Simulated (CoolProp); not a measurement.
Vapour-liquid equilibrium of propylene (1) + R115 (2) at 3.71 bar; x and y are mole fractions of (1).

Model: multi-fluid Helmholtz-energy mixture model, Lemmon 2013 and Lemmon 2016; pair parameters Bell 2016, in CoolProp.

```
x     bubble temperature (°C)  y at the bubble point  dew temperature at overall composition x (°C)  liquid density (mol/L)
----  -----------------------  ---------------------  ---------------------------------------------  ----------------------
0.05                     -7.5                  0.106                                           -6.3                   9.371
0.2                     -12.3                  0.340                                           -9.4                   9.894
0.35                    -15.2                  0.487                                          -12.5                   10.43
0.5                     -16.8                  0.589                                          -15.4                   11.00
0.65                    -17.4                  0.672                                          -17.3                   11.64
0.8                     -17.3                  0.766                                          -17.0                   12.37
0.95                    -15.6                  0.917                                          -15.1                   13.19
```

y crosses x between x = 0.65 and 0.8: the model has an azeotrope there.

The pair parameters rest on a limited set of measurements; away from them the model extrapolates.
